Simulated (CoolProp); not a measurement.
Vapour-liquid equilibrium of R22 (1) + cyclohexane (2) at 49.45 °C; x and y are mole fractions of (1).

Computed with CoolProp (multi-fluid Helmholtz-energy mixture model, Kamei 1995 and Zhou 2014; pair parameters Bell 2016).

```tsv
x	bubble pressure, mixture model (bar)	bubble pressure, Raoult's law (bar)	y, mixture model	y, Raoult's law
0.05	2.212	1.297	0.837	0.740
0.15	5.354	3.179	0.932	0.905
0.25	7.792	5.062	0.953	0.947
0.35	9.655	6.945	0.962	0.967
0.45	11.11	8.828	0.968	0.978
0.55	12.32	10.71	0.972	0.985
0.65	13.46	12.59	0.976	0.990
0.75	14.69	14.48	0.981	0.994
0.85	16.15	16.36	0.986	0.997
0.95	18.02	18.24	0.995	0.999
```

The largest gap from Raoult's law is +70.5 % in bubble pressure, at x = 0.05. No azeotrope shows between x = 0.05 and 0.95.

Pair parameters are fitted to limited data, so mixtures are less certain than the pure fluids. The gap from Raoult's law changes sign with composition, which may be real or a fault of the pair parameters; it wasn't checked against measurements. With so large a gap from Raoult's law the liquid may split in two, which this calculation doesn't test in full.
